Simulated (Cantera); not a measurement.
Input (Python, Cantera) and output of one run.

```python
import numpy as np
import cantera as ct

gas_names = """
    C CO COS CO2 CS CS2 C2 C2O C3 C3O2 C4 C5 Fe FeC5O5 FeO O O2 O3 S SO SO2 SO3 S2 S2O S8
""".split()
cond_names = """
    C(gr) Fe(a) Fe(c) Fe(d) Fe(L) FeC5O5(L) FeO(s) FeO(L) FeS(a) FeS(b) FeS(c) FeS(L) FeSO4(s) FeS2(s)
    Fe2O3(s) Fe2S3O12(s) Fe3O4(s) S(cr1) S(cr2) S(L)
""".split()


# ... load() reads the species with a 1 bar reference pressure and builds the phases ...
atoms = {
    'FeS': {'Fe': 1, 'S': 1},
    'SO2': {'S': 1, 'O': 2},
    'CO2': {'C': 1, 'O': 2},
}
top_T = {'C(gr)': 4500, 'FeSO4(s)': 950, 'FeS2(s)': 1010, 'Fe2O3(s)': 1830, 'Fe2S3O12(s)': 1100, 'Fe3O4(s)': 1870}  # K; cautious upper limits of use, not melting points


# ... equilibrate(T, P, feed) seeds the gas with the atoms and calls Mixture.equilibrate('TP', solver="vcs", rtol=1e-11, max_steps=5000) ...
results = []
feed = {'FeS': 1, 'SO2': 4.8, 'CO2': 2}  # mol
P = 4800  # Pa
for T in [898, 948, 998, 1048, 1098, 1148, 1198, 1248, 1298, 1348, 1398, 1448]:
    mix = equilibrate(T, P, feed)
    results.append((T, P, feed, dict(zip(mix.species_names, mix.species_moles))))
    x = sorted(zip(gas.X, gas.species_names), reverse=True)
    print(f"T = {T:g} K  P = {P:g} Pa  gas = {mix.phase_moles(0):.4g} mol")
    print("   x: " + "  ".join(f"{s} {v:.3e}" for v, s in x if v > 1e-05))
    print("   condensed (mol): " + ("  ".join(f"{mix.phase(i).name} {mix.phase_moles(i):.4g}"
          for i in range(1, mix.n_phases) if mix.phase_moles(i) > 1e-12) or "none"))
```

Result:

```
T = 898 K  P = 4800 Pa  gas = 6.826 mol
   x: SO2 6.863e-01  CO2 2.928e-01  S2 1.950e-02  S2O 1.243e-03  CO 1.468e-04  COS 6.634e-05
   condensed (mol): FeS(c) 0.8319  Fe3O4(s) 0.05602
T = 948 K  P = 4800 Pa  gas = 6.834 mol
   x: SO2 6.804e-01  CO2 2.922e-01  S2 2.549e-02  S2O 1.472e-03  CO 3.234e-04  COS 8.810e-05  SO 2.081e-05
   condensed (mol): FeS(c) 0.7806  Fe3O4(s) 0.07313
T = 998 K  P = 4800 Pa  gas = 6.845 mol
   x: SO2 6.736e-01  CO2 2.914e-01  S2 3.249e-02  S2O 1.714e-03  CO 6.577e-04  COS 1.139e-04  SO 4.766e-05
   condensed (mol): FeS(c) 0.7205  Fe3O4(s) 0.09318
T = 1048 K  P = 4800 Pa  gas = 6.857 mol
   x: SO2 6.658e-01  CO2 2.903e-01  S2 4.042e-02  S2O 1.964e-03  CO 1.249e-03  COS 1.437e-04  SO 1.007e-04
   condensed (mol): FeS(c) 0.6516  Fe3O4(s) 0.1161
T = 1098 K  P = 4800 Pa  gas = 6.871 mol
   x: SO2 6.573e-01  CO2 2.887e-01  S2 4.924e-02  CO 2.231e-03  S2O 2.218e-03  SO 1.984e-04  COS 1.772e-04
   condensed (mol): FeS(c) 0.5742  Fe3O4(s) 0.1419
T = 1148 K  P = 4800 Pa  gas = 6.888 mol
   x: SO2 6.479e-01  CO2 2.864e-01  S2 5.885e-02  CO 3.780e-03  S2O 2.472e-03  SO 3.679e-04  COS 2.140e-04
   condensed (mol): FeS(c) 0.4883  Fe3O4(s) 0.1706
T = 1198 K  P = 4800 Pa  gas = 6.907 mol
   x: SO2 6.379e-01  CO2 2.832e-01  S2 6.917e-02  CO 6.103e-03  S2O 2.723e-03  SO 6.465e-04  COS 2.535e-04
   condensed (mol): FeS(c) 0.3942  Fe3O4(s) 0.2019
T = 1248 K  P = 4800 Pa  gas = 6.931 mol
   x: SO2 6.273e-01  CO2 2.788e-01  S2 8.005e-02  CO 9.434e-03  S2O 2.967e-03  SO 1.084e-03  COS 2.946e-04
   condensed (mol): FeS(c) 0.292  Fe3O4(s) 0.236
T = 1298 K  P = 4800 Pa  gas = 6.958 mol
   x: SO2 6.162e-01  CO2 2.731e-01  S2 9.136e-02  CO 1.401e-02  S2O 3.201e-03  SO 1.743e-03  COS 3.361e-04
   condensed (mol): FeS(c) 0.1822  Fe3O4(s) 0.2726
T = 1348 K  P = 4800 Pa  gas = 7.083 mol
   x: SO2 6.140e-01  CO2 2.626e-01  S2 9.762e-02  CO 1.938e-02  S2O 3.314e-03  SO 2.685e-03  COS 3.547e-04
   condensed (mol): FeO(s) 1
T = 1398 K  P = 4800 Pa  gas = 7.097 mol
   x: SO2 6.154e-01  CO2 2.557e-01  S2 9.555e-02  CO 2.582e-02  SO 3.938e-03  S2O 3.226e-03  COS 3.528e-04  S 1.613e-05
   condensed (mol): FeO(s) 1
T = 1448 K  P = 4800 Pa  gas = 7.113 mol
   x: SO2 6.170e-01  CO2 2.474e-01  S2 9.306e-02  CO 3.339e-02  SO 5.617e-03  S2O 3.130e-03  COS 3.467e-04  S 3.033e-05
   condensed (mol): FeO(s) 1
```

These are equilibrium values from Cantera (NASA tables, ideal gas, pure condensed phases), not measurements of a reactor. Mutual solubility and eutectic melting of coexisting phases are not modelled. The tables' stoichiometric FeO is somewhat more stable than real wüstite, so its field is too wide. FeO, FeS: taken at fixed stoichiometry. Gases not in the tables: S3 to S7.
